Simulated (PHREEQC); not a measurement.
A solution holds 0.0099 mol/kgw NaH2PO4 and 8.5e-05 mol/kgw HCl, at 70 °C. Closed to the air; pH follows from the charge balance.

Equilibrium calculation in PHREEQC: ion-association model, phreeqc.dat.

Each row changes one thing in this solution. This is a speciation only: nothing precipitates in the calculation.

```csv
case,pH,ionic strength (mol/kgw),SI of Halite (NaCl)
as made,4.44,0.00997,-7.77
NaH2PO4 from 0.0099 to 0.0149 mol/kgw,4.48,0.0150,-7.62
temperature from 70 to 20 °C,?,0.00997,?
diluted 5-fold with water,4.74,0.00201,?
NaH2PO4 replaced by Na2CO3 at the same molality,10.09,0.0191,-7.60
NaH2PO4 from 0.0099 to 0.0109 mol/kgw,4.45,0.0110,-7.74
```

### Question
Fill in the missing entries.

### Answer

- temperature from 70 to 20 °C, pH: 4.35
- temperature from 70 to 20 °C, SI of Halite (NaCl): -7.73
- diluted 5-fold with water, SI of Halite (NaCl): -9.12

Constants without temperature data keep their 25 °C values here.
